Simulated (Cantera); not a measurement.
A freely propagating, adiabatic, planar premixed flame of 51.8 % H2, 9.28 % O2, 38.9 % N2, equivalence ratio 2.8, unburnt at 650 K and 11000 Pa; mixture-averaged transport, grid criteria slope 0.08 and curve 0.16, no radiation.

Cantera simulation using the H2/O2 subset of GRI-Mech 3.0, which has no nitrogen chemistry; the numbers are that mechanism's predictions, not measurements. Burning velocities carry a grid error of a few per cent, more on coarse grids.

Question: Predict: laminar burning velocity; thermal thickness; peak x(O); peak x(OH); peak x(H).

Answer: 
- laminar burning velocity = 675 cm/s
- thermal thickness = 8.89 mm
- peak x(O) = 0.00262
- peak x(OH) = 0.00180
- peak x(H) = 0.117
